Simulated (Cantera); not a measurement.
An isothermal, constant-pressure homogeneous reactor starts with 5.26 % C3H8, 94.7 % H2, at 1050 K and 0.338 Torr.

Model: GRI-Mech 3.0 (53 species, 325 reactions), integrated in Cantera. GRI-Mech 3.0 was tuned for natural gas; its chemistry of propane as a main component is partial and can be far from experiment. GRI-Mech 3.0 stops at C3 and has no aromatics, soot or wall deposition, so with more carbon than oxygen in the feed, carbon stays in small species such as C2H2 where larger ones or solid carbon would form. Radical loss at walls, strong at low pressure, is not modelled.

### Question
Predict: x(C3H8) at 1.00 s; x(H2) at 1.00 s; x(C2H2) at 1.00 s; x(C2H4) at 1.00 s.

### Answer
```
Item                                                Result
-----------------  ---------------------------------------
x(C3H8) at 1.00 s  0.0418 (gas-phase equilibrium 8.55e-11)
x(H2) at 1.00 s        0.938 (gas-phase equilibrium 0.895)
x(C2H2) at 1.00 s   7.37e-6 (gas-phase equilibrium 0.0377)
x(C2H4) at 1.00 s   0.0102 (gas-phase equilibrium 0.00266)
```
